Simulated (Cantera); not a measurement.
A closed system holds: 1 mol Si, 4.6 mol HCl, 16 mol H2, at 1498.15 K and 75.0 Torr.

Method: chemical equilibrium by Gibbs-energy minimisation in Cantera with the NASA 1993 tables (ideal gas, pure condensed phases). Candidate condensed phases: Si; 19 gas species. The tables' values for SiCl3 are old estimates; treat these amounts as uncertain. The numbers say what is thermodynamically allowed, not how fast it happens.

Base state: H2 0.833, HCl 0.119, SiCl2 0.0418, SiCl3 0.00433, SiCl4 0.00143, SiHCl3 0.00104, SiH2Cl2 0.000119, H 4.97e-5 (mole fractions); condensed: gas only.

Task: What changes in the equilibrium state with this change: pressure from 75.0 Torr to 12000 Torr?

Result: 
```tsv
species	before	after
H2	0.833	0.873
HCl	0.119	0.0763
SiHCl3	0.00104	0.0183
SiCl2	0.0418	0.00718
SiCl4	0.00143	0.0155
SiH3Cl	4.00e-6	0.000188
SiH2Cl2	0.000119	0.00342
H	4.97e-5	4.02e-6
SiCl3	0.00433	0.00591
```

Task: What changes in the equilibrium state with this change: temperature from 1498.15 K to 1348 K?

Result: 
```json
[
 {"species": "H2", "before": "0.833", "after": "0.852"},
 {"species": "HCl", "before": "0.119", "after": "0.0988"},
 {"species": "SiCl2", "before": "0.0418", "after": "0.0284"},
 {"species": "H", "before": "4.97e-5", "after": "6.75e-6"},
 {"species": "SiCl4", "before": "0.00143", "after": "0.00904"},
 {"species": "SiHCl3", "before": "0.00104", "after": "0.00442"}
]
```
